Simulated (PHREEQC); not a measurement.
A solution holds 28 mmol/kgw ZnSO4, 38 mmol/kgw CaCl2, 110 mmol/kgw HCl and 22 mmol/kgw Na2SO4, at 25 °C. Closed to the air; pH follows from the charge balance.

Computed with PHREEQC (ion-association model, wateq4f.dat).

Each row changes one thing in this solution. No solid was allowed to form.

```tsv
case	pH	ionic strength (mol/kgw)	HSO4- (mol/kgw)	SO4-2 (mol/kgw)	NaSO4- (mol/kgw)	SI of Halite (NaCl)	SI of Mirabilite (Na2SO4:10H2O)
as made	1.20	0.296	0.0258	0.0116	0.000637	-3.99	-4.46
CaCl2 replaced by NaCl at the same molality	1.20	0.236	0.0300	0.0127	0.00141	-3.80	-3.82
0.0024 mol/kgw Na2HPO4 added	1.22	0.296	0.0253	0.0119	0.000725	-3.95	-4.36
diluted 10-fold with water	2.08	0.0337	0.00134	0.00271	3.03e-5	-5.82	-6.61
diluted 5-fold with water	1.81	0.0646	0.00348	0.00434	8.07e-5	-5.27	-5.93
ZnSO4 replaced by KHSO4 at the same molality	1.09	0.280	0.0307	0.0106	0.000593	-3.98	-4.49
0.0057 mol/kgw Li2CO3 added	1.25	0.297	0.0243	0.0124	0.000681	-3.99	-4.43
CaCl2 from 0.038 to 0.076 mol/kgw	1.19	0.399	0.0227	0.0111	0.000550	-3.86	-4.54
HCl from 0.11 to 1.1 mol/kgw	0.11	1.25	0.0435	0.00251	8.76e-5	-3.25	-5.51
```

The ionic strength passes 0.7 mol/kgw, the rough limit of the ion-association models, in HCl from 0.11 to 1.1 mol/kgw. Some of these states are supersaturated (in Gypsum, for instance).
